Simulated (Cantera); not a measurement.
Input (Python, Cantera) and output of one run.

```python
import numpy as np
import cantera as ct

gas_names = """
    H2O N2 OH
""".split()
cond_names = """
    ZrO2(a) ZrO2(b) ZrO2(L) ZrN(s) ZrN(L)
""".split()


# ... load() reads the species with a 1 bar reference pressure and builds the phases ...
species = {s.name: s for s in load("nasa_gas.yaml", gas_names) + load("nasa_condensed.yaml", cond_names)}
# Each term lists the table entries of one substance; the one whose range holds T is used.
reactions = {
    '4 H2O(g) + 2 ZrO2 + N2(g) = 8 OH(g) + 2 ZrN':
        [(-4, ['H2O']), (-2, ['ZrO2(a)', 'ZrO2(b)', 'ZrO2(L)']), (-1, ['N2']), (8, ['OH']), (2, ['ZrN(s)', 'ZrN(L)'])],
}


def pick(names, T):
    return next(species[n] for n in names if species[n].thermo.min_temp <= T <= species[n].thermo.max_temp)


results = []
for label, terms in reactions.items():
    print(label)
    print("     T/K   dH/kJ  dS/(J/K)   dG/kJ   log10 K")
    for T in [723, 873, 1023, 1173, 1323, 1473]:
        used = [(nu, pick(names, T)) for nu, names in terms]
        dH = sum(nu * s.thermo.h(T) for nu, s in used) / 1e6
        dS = sum(nu * s.thermo.s(T) for nu, s in used) / 1e3
        dG = dH - T * dS / 1e3
        logK = -dG * 1e6 / (ct.gas_constant * T * np.log(10))
        results.append((label, T, dH, dS, dG, logK, [s.name for _, s in used]))
        print(f"{T:8g} {dH:8.1f} {dS:8.1f} {dG:8.1f} {logK:8.2f}")
```

It prints:

```
4 H2O(g) + 2 ZrO2 + N2(g) = 8 OH(g) + 2 ZrN
     T/K   dH/kJ  dS/(J/K)   dG/kJ   log10 K
     723   2757.0    524.0   2378.2  -171.81
     873   2758.2    525.6   2299.4  -137.58
    1023   2758.6    526.0   2220.6  -113.38
    1173   2758.6    525.9   2141.7   -95.37
    1323   2758.1    525.5   2062.8   -81.44
    1473   2757.2    524.9   1984.0   -70.35
```

Cantera with NASA thermochemical tables; ideal gases at 1 bar, condensed phases pure. ZrN: taken at fixed stoichiometry. Condensed species are held in their standard states even where they would react or evaporate.
